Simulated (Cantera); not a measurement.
## Moist CO burnout

An isothermal, constant-pressure homogeneous reactor starts with CO : O₂ : H₂O : N₂ = 0.0094 : 0.009 : 0.00075 : 1 (molar parts), equivalence ratio 0.52, at 1400 K and 97.5 Torr.

Model: GRI-Mech 3.0 (53 species, 325 reactions), integrated in Cantera.

| t (s) | x CO | x O₂ | x H₂O | x NO | x CO₂ | x O |
|---|---|---|---|---|---|---|
| 8.00e-6 | 0.00922 | 0.00883 | 0.000736 | <1e-12 | 6.28e-11 | 6.28e-11 |
| 3.74e-5 | 0.00922 | 0.00883 | 0.000736 | <1e-12 | 2.94e-10 | 2.94e-10 |
| 0.000175 | 0.00922 | 0.00883 | 0.000736 | <1e-12 | 1.38e-9 | 1.37e-9 |
| 0.000818 | 0.00922 | 0.00883 | 0.000736 | <1e-12 | 6.63e-9 | 6.39e-9 |
| 0.00383 | 0.00922 | 0.00883 | 0.000736 | <1e-12 | 4.69e-8 | 4.04e-8 |
| 0.0179 | 0.00921 | 0.00882 | 0.000734 | 1.09e-11 | 1.36e-5 | 1.07e-5 |
| 0.0837 | 0.00322 | 0.00503 | 0.000193 | 2.62e-6 | 0.00602 | 0.00206 |
| 0.391 | 0.000747 | 0.00447 | 0.000624 | 6.74e-6 | 0.00851 | 0.000329 |
| 1.83 | 6.47e-5 | 0.00425 | 0.000726 | 7.28e-6 | 0.00920 | 2.51e-5 |
| 8.55 | 4.69e-6 | 0.00424 | 0.000736 | 7.37e-6 | 0.00926 | 1.89e-6 |
| 40.0 | 6.33e-7 | 0.00423 | 0.000738 | 7.39e-6 | 0.00927 | 2.71e-7 |
x: mole fraction; the columns are a selection and need not sum to one.

Equilibrium at this temperature and pressure: CO 3.92e-7, O₂ 0.00418, H₂O 0.000738, NO 0.000115, CO₂ 0.00927, O 1.71e-7 (gas phase only).
